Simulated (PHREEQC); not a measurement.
**Buffer: an equilibrium model**

Consider water at 20 °C with 0.022 mol KH2PO4 and 0.00052 mol Na2B4O7 per kg of water. Closed to the air; pH follows from the charge balance.

Equilibrium calculation in PHREEQC: ion-association model, phreeqc.dat.

This is a speciation only: nothing precipitates in the calculation.

What pH, ionic strength, specific conductance does the model give?

pH 5.72; ionic strength 0.0240 mol/kgw; specific conductance 1950 µS/cm.

In which forms is P present?

H2PO4- 95 %, HPO4-2 4.6 % of the P.

Species that the database lacks are ignored.
